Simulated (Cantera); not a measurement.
**Stirred combustor or abatement burner**

A perfectly stirred reactor is fed with 7.13 % CO, 6.56 % H2, 1.14 % CH4, 17.9 % O2, 67.3 % N2, at 13.8 atm; it is adiabatic with a 375 K inlet, and is followed from long to short residence time, starting on the burning branch (τ in s: 0.071, 0.027, 0.01, 0.004, 0.0015, 0.00057, 0.00022, 8.3e-05, 3.2e-05).

Model: GRI-Mech 3.0 (53 species, 325 reactions), integrated in Cantera. The pressure lies above the range GRI-Mech 3.0 was tuned for (to about 10 atm).

```tsv
τ (s)	T (K)	x CO	x H2	x CH4	x CO2	x N2O
0.071	1738	0.000134	1.34e-5	1.29e-6	0.0886	8.01e-7
0.027	1737	0.000280	2.61e-5	2.69e-6	0.0884	1.19e-6
0.010	1734	0.000583	5.22e-5	5.46e-6	0.0881	1.88e-6
0.0040	1729	0.00114	9.96e-5	1.04e-5	0.0875	2.78e-6
0.0015	1719	0.00235	0.000202	2.10e-5	0.0862	3.75e-6
0.00057	1697	0.00495	0.000420	4.42e-5	0.0835	4.15e-6
0.00022	1640	0.0119	0.00104	0.000116	0.0761	3.52e-6
8.3e-5	375	0.0713	0.0656	0.0114	<1e-12	<1e-12
3.2e-5	375	0.0713	0.0656	0.0114	<1e-12	<1e-12
```
x: mole fraction; the columns are a selection and need not sum to one.
